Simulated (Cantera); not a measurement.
A perfectly stirred reactor is fed with 8.33 % CH4, 91.7 % H2, at 0.987 atm; it is held at 1500 K, and followed from long to short residence time.

Model: GRI-Mech 3.0 (53 species, 325 reactions), integrated in Cantera. GRI-Mech 3.0 stops at C3 and has no aromatics, soot or wall deposition, so with more carbon than oxygen in the feed, carbon stays in small species such as C2H2 where larger ones or solid carbon would form.

Predict: x(CH4) at τ = 0.780 s; x(H2) at τ = 0.780 s; x(C2H6) at τ = 0.780 s; x(CH3) at τ = 0.780 s; x(CH4) at τ = 35.0 ms; x(H2) at τ = 35.0 ms; x(C2H6) at τ = 35.0 ms; x(CH3) at τ = 35.0 ms.


* **x(CH4) at τ = 0.780 s**: 0.0739
* **x(H2) at τ = 0.780 s**: 0.922
* **x(C2H6) at τ = 0.780 s**: 1.25e-5
* **x(CH3) at τ = 0.780 s**: 2.59e-5
* **x(CH4) at τ = 35.0 ms**: 0.0825
* **x(H2) at τ = 35.0 ms**: 0.917
* **x(C2H6) at τ = 35.0 ms**: 1.04e-5
* **x(CH3) at τ = 35.0 ms**: 2.74e-5
